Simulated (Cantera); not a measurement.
An isothermal plug-flow reactor at 750 K and 27000 Pa (inlet), inlet velocity 5 m/s, active area per volume 3100 1/m; feed 0.669 % CO, 8.19 % O2, 91.1 % N2, equivalence ratio 0.041.

Computed with Cantera and Deutschmann's 1995 Pt surface mechanism with GRI-Mech 3.0 gas chemistry. Catalytic surfaces can have several steady states; this one follows from the mechanism file's or the stated starting coverage. Mass transfer to the wall is taken as infinitely fast.

**Question.** Predict: x(CO) at z = 0.012 m; x(O2) at z = 0.012 m; x(CO2) at z = 0.012 m; θ(free Pt) at the exit; θ(O*) at the exit.

**Answer.** x(CO) at z = 0.012 m: 0.000104
x(O2) at z = 0.012 m: 0.0789
x(CO2) at z = 0.012 m: 0.00661
θ(free Pt) at the exit: 0.0359
θ(O*) at the exit: 0.964
